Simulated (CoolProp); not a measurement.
Properties of methanol along the isobar 7.78 MPa.

Values from CoolProp's reference Helmholtz-energy equation of state, de Reuck 1993.

```json
[
 {"T (K)": "358.3", "phase": "liquid", "density (kg/m³)": "737.5", "cp (kJ/(kg K))": "2.982", "cv (kJ/(kg K))": "2.466"},
 {"T (K)": "374.8", "phase": "liquid", "density (kg/m³)": "720.5", "cp (kJ/(kg K))": "3.140", "cv (kJ/(kg K))": "2.569"},
 {"T (K)": "391.2", "phase": "liquid", "density (kg/m³)": "702.4", "cp (kJ/(kg K))": "3.314", "cv (kJ/(kg K))": "2.671"},
 {"T (K)": "407.6", "phase": "liquid", "density (kg/m³)": "682.7", "cp (kJ/(kg K))": "3.507", "cv (kJ/(kg K))": "2.772"},
 {"T (K)": "424.1", "phase": "liquid", "density (kg/m³)": "660.8", "cp (kJ/(kg K))": "3.729", "cv (kJ/(kg K))": "2.874"},
 {"T (K)": "440.5", "phase": "liquid", "density (kg/m³)": "636.1", "cp (kJ/(kg K))": "3.990", "cv (kJ/(kg K))": "2.975"},
 {"T (K)": "456.9", "phase": "liquid", "density (kg/m³)": "607.4", "cp (kJ/(kg K))": "…", "cv (kJ/(kg K))": "3.078"},
 {"T (K)": "473.4", "phase": "liquid", "density (kg/m³)": "572.3", "cp (kJ/(kg K))": "4.792", "cv (kJ/(kg K))": "3.190"},
 {"T (K)": "489.8", "phase": "liquid", "density (kg/m³)": "…", "cp (kJ/(kg K))": "5.669", "cv (kJ/(kg K))": "3.327"},
 {"T (K)": "506.2", "phase": "liquid", "density (kg/m³)": "438.6", "cp (kJ/(kg K))": "…", "cv (kJ/(kg K))": "3.629"},
 {"T (K)": "522.7", "phase": "gas", "density (kg/m³)": "104.4", "cp (kJ/(kg K))": "8.364", "cv (kJ/(kg K))": "3.455"},
 {"T (K)": "539.1", "phase": "gas", "density (kg/m³)": "85.09", "cp (kJ/(kg K))": "5.405", "cv (kJ/(kg K))": "3.059"}
]
```

Task: Fill in the missing entries.

Result: 
- 456.9, cp (kJ/(kg K)): 4.320
- 489.8, density (kg/m³): 525.7
- 506.2, cp (kJ/(kg K)): 9.968
